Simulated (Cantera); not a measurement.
A closed system holds: 1 mol C2H6, 0.018 mol NH3, 14 mol N2, equilibrated at 6.90 mbar.

Method: chemical equilibrium by Gibbs-energy minimisation in Cantera with the NASA 1993 tables (ideal gas, pure condensed phases). Candidate condensed phases: C, C6H6, C7H8, C8H18; 92 gas species. Rates play no part.

log p: log10 of the partial pressure in bar; n: condensed amount in mol.

```csv
T (K),log p N2,log p H,log p H2,log p HCN,n C(graphite)
950,-2.25,-10.71,-2.91,-8.23,2.00
1150,-2.25,-8.58,-2.91,-6.96,2.00
1350,-2.25,-7.08,-2.91,-6.07,2.00
1550,-2.25,-5.96,-2.91,-5.41,1.99
1750,-2.25,-5.09,-2.92,-4.90,1.97
1950,-2.25,…,-2.93,…,1.92
2150,-2.25,…,-2.96,…,1.82
2350,-2.26,-3.42,-3.03,-3.97,1.67
2550,-2.28,-3.10,-3.18,-3.83,1.47
2750,-2.30,-2.89,-3.45,-3.78,1.10
```

Question: Complete the blanks.

Answer: 
- 1950, log p H: -4.40
- 1950, log p HCN: -4.51
- 2150, log p H: -3.85
- 2150, log p HCN: -4.20
